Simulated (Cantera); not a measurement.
A closed system holds: 1 mol MgCO₃, 0.58 mol SO₃, 0.15 mol O₂, 4.4 mol H₂S, 0.028 mol CH₄, equilibrated at 4800 Torr.

Cantera equilibrium calculation (NASA polynomials, part measured and part estimated; ideal gas, pure solids and liquids). Candidate condensed phases: C, C₆H₆, C₇H₈, C₈H₁₈, H₂O, H₂SO₄, Mg, MgCO₃, MgO, Mg(OH)₂, MgS, MgSO₄, S; 130 gas species. Gases not in the tables: S₃ to S₇. Rates play no part.

Which condensed phases are stable at each of these points (T (K)): 723, 798, 873, 948, 1023, 1098, 1173, 1248, 1323, 1398, 1473, 1548, 1623, 1698?


```json
[
 {"T (K)": "723", "condensed phases": "MgO(s) + S(l)", "Mg condensed (%)": "100.0"},
 {"T (K)": "798", "condensed phases": "MgO(s)", "Mg condensed (%)": "100.0"},
 {"T (K)": "873", "condensed phases": "MgO(s)", "Mg condensed (%)": "100.0"},
 {"T (K)": "948", "condensed phases": "MgO(s)", "Mg condensed (%)": "100.0"},
 {"T (K)": "1023", "condensed phases": "MgO(s)", "Mg condensed (%)": "100.0"},
 {"T (K)": "1098", "condensed phases": "MgO(s)", "Mg condensed (%)": "100.0"},
 {"T (K)": "1173", "condensed phases": "MgO(s)", "Mg condensed (%)": "100.0"},
 {"T (K)": "1248", "condensed phases": "MgO(s)", "Mg condensed (%)": "100.0"},
 {"T (K)": "1323", "condensed phases": "MgO(s)", "Mg condensed (%)": "100.0"},
 {"T (K)": "1398", "condensed phases": "MgO(s)", "Mg condensed (%)": "100.0"},
 {"T (K)": "1473", "condensed phases": "MgO(s)", "Mg condensed (%)": "100.0"},
 {"T (K)": "1548", "condensed phases": "MgO(s)", "Mg condensed (%)": "100.0"},
 {"T (K)": "1623", "condensed phases": "MgO(s)", "Mg condensed (%)": "100.0"},
 {"T (K)": "1698", "condensed phases": "MgO(s)", "Mg condensed (%)": "100.0"}
]
```

At 723 K the condensed part is MgO(s) + S(l). From 798 K to 1698 K the condensed part is MgO(s).
